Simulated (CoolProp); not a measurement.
Octamethyltrisiloxane (MDM) along the isotherm 497.6 K: density (kg/m³) from the reference equation and from simpler models built on Tc = 565.4 K, pc = 1.438 MPa, ω = 0.528; each cubic takes its own stable root.

Values from CoolProp's reference Helmholtz-energy equation of state, Thol 2017.

```tsv
p (MPa)	phase	reference	van der Waals	Redlich-Kwong	Peng-Robinson
0.00227	gas	0.1299	0.1299	0.1299	0.1299
0.00384	gas	0.2199	0.2198	0.2198	0.2199
0.00647	gas	0.3708	0.3706	0.3707	0.3709
0.0109	gas	0.6257	0.6251	0.6255	0.6260
0.0184	gas	1.059	1.057	1.059	1.060
0.0311	gas	1.799	1.794	1.797	1.801
0.0525	gas	3.063	3.047	3.057	3.068
0.0886	gas	5.246	5.197	5.227	5.260
0.15	gas	9.122	8.967	9.057	9.160
0.252	gas	16.10	15.59	15.87	16.20
0.426	gas	30.30	28.17	29.19	30.48
0.719	liquid	572.4	55.77	455.1	573.8
```

At some of these states van der Waals gives the other phase, because its saturation line lies elsewhere.
